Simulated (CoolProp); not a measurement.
Values from CoolProp's reference Helmholtz-energy equation of state, Akasaka 2015.

For R245fa, give the phase and the density (kg/m³), isothermal compressibility (1/MPa), expansivity (1/kK) at 413 K and 3.76 MPa.


- 413 K and 3.76 MPa: liquid; density 911, isothermal compressibility 0.0423, expansivity 8.84
